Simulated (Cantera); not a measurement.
## Gas-phase reforming

An isothermal, constant-pressure homogeneous reactor starts with 11.8 % CH4, 88.2 % H2O, at 1250 K and 0.580 bar.

Model: GRI-Mech 3.0 (53 species, 325 reactions), integrated in Cantera.

```json
[
 {"t (s)": "0.000500", "x CH4": "0.118", "x H2O": "0.882", "x CH2CO": "<1e-12", "x C2H6": "1.36e-10", "x O2": "<1e-12", "x CO": "<1e-12"},
 {"t (s)": "0.00115", "x CH4": "0.118", "x H2O": "0.882", "x CH2CO": "<1e-12", "x C2H6": "1.64e-9", "x O2": "<1e-12", "x CO": "<1e-12"},
 {"t (s)": "0.00266", "x CH4": "0.118", "x H2O": "0.882", "x CH2CO": "<1e-12", "x C2H6": "1.91e-8", "x O2": "<1e-12", "x CO": "<1e-12"},
 {"t (s)": "0.00613", "x CH4": "0.118", "x H2O": "0.882", "x CH2CO": "<1e-12", "x C2H6": "1.87e-7", "x O2": "<1e-12", "x CO": "<1e-12"},
 {"t (s)": "0.0141", "x CH4": "0.118", "x H2O": "0.882", "x CH2CO": "<1e-12", "x C2H6": "1.12e-6", "x O2": "<1e-12", "x CO": "1.52e-11"},
 {"t (s)": "0.0326", "x CH4": "0.118", "x H2O": "0.882", "x CH2CO": "<1e-12", "x C2H6": "3.79e-6", "x O2": "<1e-12", "x CO": "1.72e-10"},
 {"t (s)": "0.0751", "x CH4": "0.118", "x H2O": "0.882", "x CH2CO": "<1e-12", "x C2H6": "9.88e-6", "x O2": "<1e-12", "x CO": "1.38e-9"},
 {"t (s)": "0.173", "x CH4": "0.118", "x H2O": "0.882", "x CH2CO": "2.86e-12", "x C2H6": "2.30e-5", "x O2": "<1e-12", "x CO": "1.08e-8"},
 {"t (s)": "0.399", "x CH4": "0.118", "x H2O": "0.882", "x CH2CO": "8.42e-11", "x C2H6": "4.82e-5", "x O2": "<1e-12", "x CO": "9.43e-8"},
 {"t (s)": "0.921", "x CH4": "0.117", "x H2O": "0.882", "x CH2CO": "2.42e-9", "x C2H6": "8.14e-5", "x O2": "<1e-12", "x CO": "8.08e-7"},
 {"t (s)": "2.12", "x CH4": "0.117", "x H2O": "0.882", "x CH2CO": "4.27e-8", "x C2H6": "9.86e-5", "x O2": "<1e-12", "x CO": "4.68e-6"},
 {"t (s)": "4.90", "x CH4": "0.116", "x H2O": "0.881", "x CH2CO": "3.70e-7", "x C2H6": "9.64e-5", "x O2": "<1e-12", "x CO": "1.69e-5"},
 {"t (s)": "11.3", "x CH4": "0.114", "x H2O": "0.879", "x CH2CO": "1.60e-6", "x C2H6": "8.81e-5", "x O2": "<1e-12", "x CO": "5.76e-5"},
 {"t (s)": "26.0", "x CH4": "0.109", "x H2O": "0.875", "x CH2CO": "3.91e-6", "x C2H6": "7.32e-5", "x O2": "<1e-12", "x CO": "0.000210"},
 {"t (s)": "60.0", "x CH4": "0.0987", "x H2O": "0.866", "x CH2CO": "6.88e-6", "x C2H6": "5.22e-5", "x O2": "<1e-12", "x CO": "0.000675"}
]
```
x: mole fraction; the columns are a selection and need not sum to one.

Equilibrium at this temperature and pressure: CH4 1.64e-7, H2O 0.569, CH2CO <1e-12, C2H6 <1e-12, O2 <1e-12, CO 0.0457 (gas phase only).
